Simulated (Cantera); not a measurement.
Cantera run, input and output.

```python
import numpy as np
import cantera as ct

gas = ct.Solution("gri30.yaml")
gas.TPX = 675, 23000, {'CH4': 1, 'O2': 1.33, 'N2': 5.01, 'H2': 0.035}
inlet = ct.Reservoir(gas, clone=True)
gas.equilibrate("HP")  # start burning
reactor = ct.IdealGasConstPressureReactor(gas, energy="on", clone=False)
exhaust = ct.Reservoir(gas, clone=True)
tau = [0.025, 0.011, 0.0045, 0.0019, 0.00081, 0.00035, 0.00015, 6.2e-05, 2.6e-05][0]
for a, b in ((inlet, reactor), (reactor, exhaust)):
    ct.MassFlowController(a, b, mdot=lambda t: reactor.mass / tau)
net = ct.ReactorNet([reactor])
show = ['CH4', 'O2', 'CO2', 'NO', 'CH2', 'O', 'CH2CO']

rows = []
print(f"{'tau/s':>10s}{'T/K':>9s}" + "".join(f"{s:>11s}" for s in show))
for tau in [0.025, 0.011, 0.0045, 0.0019, 0.00081, 0.00035, 0.00015, 6.2e-05, 2.6e-05]:
    net.initial_time = 0.0
    net.advance(30 * tau)
    before = gas.X
    net.advance(40 * tau)
    drift = np.max(np.abs(gas.X - before) / (gas.X + 1e-9))
    rows.append([gas.T, *gas[show].X, drift])
    print(f"{tau:10.3e}{gas.T:9.1f}" + "".join(f"{x:11.3e}" for x in gas[show].X))
```

Result:

```
     tau/s      T/K        CH4         O2        CO2         NO        CH2          O      CH2CO
 2.500e-02   2110.8  8.803e-05  3.594e-04  3.603e-02  3.008e-04  4.737e-06  1.184e-04  1.276e-07
 1.100e-02   2103.5  1.749e-04  6.618e-04  3.580e-02  2.887e-04  9.514e-06  1.402e-04  3.735e-07
 4.500e-03   2093.5  3.947e-04  1.398e-03  3.514e-02  2.532e-04  2.044e-05  1.633e-04  1.381e-06
 1.900e-03   2074.6  8.879e-04  3.068e-03  3.362e-02  1.831e-04  4.055e-05  1.980e-04  4.787e-06
 8.100e-04   2030.0  2.059e-03  7.152e-03  3.019e-02  9.432e-05  7.124e-05  2.595e-04  1.533e-05
 3.500e-04    675.0  1.356e-01  1.803e-01 -1.706e-15 -2.559e-18  1.614e-31  3.299e-19 -4.043e-17
 1.500e-04    675.0  1.356e-01  1.803e-01  6.750e-19  1.013e-21  6.074e-34  2.370e-19  1.600e-20
 6.200e-05    675.0  1.356e-01  1.803e-01  2.055e-22  3.082e-25  1.956e-34  1.311e-19  4.870e-24
 2.600e-05    675.0  1.356e-01  1.803e-01  2.690e-25  4.036e-28  8.371e-35  5.202e-20  6.377e-27
```

Computed with Cantera and GRI-Mech 3.0 (53 species, 325 reactions).
